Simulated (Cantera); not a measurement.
A Cantera script and its output.

```python
import numpy as np
import cantera as ct

gas = ct.Solution("gri30.yaml")
gas.TPX = 1325, 250000, {'CO': 0.0028, 'O2': 0.064, 'H2O': 0.00053, 'N2': 1}
reactor = ct.IdealGasConstPressureReactor(gas, energy="off", clone=False)
net = ct.ReactorNet([reactor])
net.rtol, net.atol = 1e-08, 1e-18
show = ['CO', 'O2', 'H2O', 'NO', 'H2']
times = np.geomspace(0.0002, 2, 14)

steps = ct.SolutionArray(gas, extra=["t"])
rows = []
print(f"{'t/s':>10s}{'T/K':>9s}{'P/Pa':>11s}" + "".join(f"{s:>11s}" for s in show))
for t in times:
    while net.time < t:
        t_next = net.step()
        steps.append(gas.state, t=t_next)
    rows.append([np.interp(t, steps.t, y) for y in (steps.T, steps.P, *steps(*show).X.T)])
    print(f"{t:10.3e}{rows[-1][0]:9.1f}{rows[-1][1]:11.4g}" + "".join(f"{x:11.3e}" for x in rows[-1][2:]))
rate = np.gradient(steps.T, steps.t)
print("integrator steps:", len(steps.t))
if steps.T.max() > steps.T[0] + 200:
    print(f"time of steepest temperature rise: {steps.t[rate.argmax()]:.4e} s")
gas.TPX = 1325, 250000, {'CO': 0.0028, 'O2': 0.064, 'H2O': 0.00053, 'N2': 1}
gas.equilibrate("TP")
print(f"equilibrium (TP): T = {gas.T:.1f} K  " + "  ".join(f"{s} {gas[s].X[0]:.3e}" for s in show))
```

Output:

```
       t/s      T/K       P/Pa         CO         O2        H2O         NO         H2
 2.000e-04   1325.0    2.5e+05  2.623e-03  5.996e-02  4.966e-04  3.747e-15  2.003e-12
 4.062e-04   1325.0    2.5e+05  2.623e-03  5.996e-02  4.966e-04  1.649e-14  1.507e-11
 8.249e-04   1325.0    2.5e+05  2.623e-03  5.996e-02  4.965e-04  8.907e-14  1.270e-10
 1.675e-03   1325.0    2.5e+05  2.621e-03  5.996e-02  4.963e-04  1.033e-12  1.957e-09
 3.403e-03   1325.0    2.5e+05  2.523e-03  5.989e-02  4.910e-04  3.317e-10  2.351e-07
 6.910e-03   1325.0    2.5e+05  1.672e-03  5.947e-02  4.864e-04  3.901e-08  7.488e-07
 1.403e-02   1325.0    2.5e+05  7.968e-04  5.908e-02  4.899e-04  1.770e-07  3.515e-07
 2.850e-02   1325.0    2.5e+05  2.863e-04  5.885e-02  4.927e-04  3.565e-07  1.195e-07
 5.789e-02   1325.0    2.5e+05  7.804e-05  5.876e-02  4.946e-04  4.980e-07  3.132e-08
 1.176e-01   1325.0    2.5e+05  1.637e-05  5.873e-02  4.958e-04  5.786e-07  7.264e-09
 2.388e-01   1325.0    2.5e+05  2.668e-06  5.873e-02  4.964e-04  6.172e-07  1.780e-09
 4.849e-01   1325.0    2.5e+05  3.153e-07  5.873e-02  4.967e-04  6.326e-07  5.301e-10
 9.848e-01   1325.0    2.5e+05  2.309e-08  5.873e-02  4.969e-04  6.376e-07  2.191e-10
 2.000e+00   1325.0    2.5e+05  2.034e-09  5.873e-02  4.969e-04  6.386e-07  1.758e-10
integrator steps: 1217
equilibrium (TP): T = 1325.0 K  CO 1.727e-09  O2 5.859e-02  H2O 4.969e-04  NO 2.690e-04  H2 1.754e-10
```

Computed with Cantera and GRI-Mech 3.0 (53 species, 325 reactions).
